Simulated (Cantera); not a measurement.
## FeS + O₂ (roasting and sulfation)

A closed system holds: 1 mol FeS, 1.7 mol O₂, at 1027 °C and 11000 Pa.

These are equilibrium values from Cantera (NASA tables, ideal gas, pure condensed phases), not measurements of a reactor. Candidate condensed phases: Fe, FeO, FeS, FeSO₄, FeS₂, Fe₂O₃, Fe₂(SO₄)₃, Fe₃O₄, S; 12 gas species. Mutual solubility and eutectic melting of coexisting phases are not modelled. Equilibrium is a limit: real reactors are often held back by kinetics, nucleation or transport.

```json
{
  "x(SO₂)": "0.999",
  "x(SO₃)": "0.000496",
  "x(O₂)": "0.000150",
  "x(SO)": "2.08e-6",
  "n(Fe₂O₃(s))": "0.198 mol",
  "n(Fe₃O₄(s))": "0.202 mol",
  "gas_amount": "1.000 mol",
  "log10 activity of Fe(γ) (absent)": "-6.21",
  "log10 activity of S(l) (absent)": "-7.85"
}
```
